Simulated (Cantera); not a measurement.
What does this Cantera script print?

```python
import numpy as np
import cantera as ct

gas = ct.Solution("gri30.yaml")
gas.TPX = 1475, 1000000, {'CO': 0.018, 'O2': 0.033, 'H2O': 0.00023, 'N2': 1}
reactor = ct.IdealGasConstPressureReactor(gas, energy="off", clone=False)
net = ct.ReactorNet([reactor])
net.rtol, net.atol = 1e-08, 1e-18
show = ['CO', 'O2', 'H2O', 'H', 'NO', 'N2O']
times = np.geomspace(1e-06, 30, 9)

steps = ct.SolutionArray(gas, extra=["t"])
rows = []
print(f"{'t/s':>10s}{'T/K':>9s}{'P/Pa':>11s}" + "".join(f"{s:>11s}" for s in show))
for t in times:
    while net.time < t:
        t_next = net.step()
        steps.append(gas.state, t=t_next)
    rows.append([np.interp(t, steps.t, y) for y in (steps.T, steps.P, *steps(*show).X.T)])
    print(f"{t:10.3e}{rows[-1][0]:9.1f}{rows[-1][1]:11.4g}" + "".join(f"{x:11.3e}" for x in rows[-1][2:]))
rate = np.gradient(steps.T, steps.t)
print("integrator steps:", len(steps.t))
if steps.T.max() > steps.T[0] + 200:
    print(f"time of steepest temperature rise: {steps.t[rate.argmax()]:.4e} s")
gas.TPX = 1475, 1000000, {'CO': 0.018, 'O2': 0.033, 'H2O': 0.00023, 'N2': 1}
gas.equilibrate("TP")
print(f"equilibrium (TP): T = {gas.T:.1f} K  " + "  ".join(f"{s} {gas[s].X[0]:.3e}" for s in show))
```

Output:

```
       t/s      T/K       P/Pa         CO         O2        H2O          H         NO        N2O
 1.000e-06   1475.0      1e+06  1.712e-02  3.139e-02  2.188e-04  2.448e-12  3.991e-16  4.292e-13
 8.603e-06   1475.0      1e+06  1.712e-02  3.139e-02  2.188e-04  1.552e-10  3.499e-14  2.815e-11
 7.401e-05   1475.0      1e+06  1.712e-02  3.139e-02  2.188e-04  7.392e-09  2.756e-12  2.081e-09
 6.367e-04   1475.0      1e+06  1.520e-02  3.034e-02  2.039e-04  4.480e-06  1.531e-07  3.221e-06
 5.477e-03   1475.0      1e+06  1.921e-03  2.393e-02  2.139e-04  5.625e-07  1.045e-05  1.295e-05
 4.712e-02   1475.0      1e+06  1.095e-05  2.302e-02  2.195e-04  2.007e-09  1.542e-05  8.774e-07
 4.054e-01   1475.0      1e+06  1.214e-07  2.302e-02  2.202e-04  1.030e-10  1.579e-05  8.548e-08
 3.487e+00   1475.0      1e+06  1.211e-07  2.302e-02  2.202e-04  1.029e-10  1.590e-05  8.545e-08
 3.000e+01   1475.0      1e+06  1.211e-07  2.302e-02  2.202e-04  1.029e-10  1.685e-05  8.545e-08
integrator steps: 1282
equilibrium (TP): T = 1475.0 K  CO 1.216e-07  O2 2.283e-02  H2O 2.202e-04  H 1.032e-10  NO 3.950e-04  N2O 8.520e-08
```

Computed with Cantera and GRI-Mech 3.0 (53 species, 325 reactions).
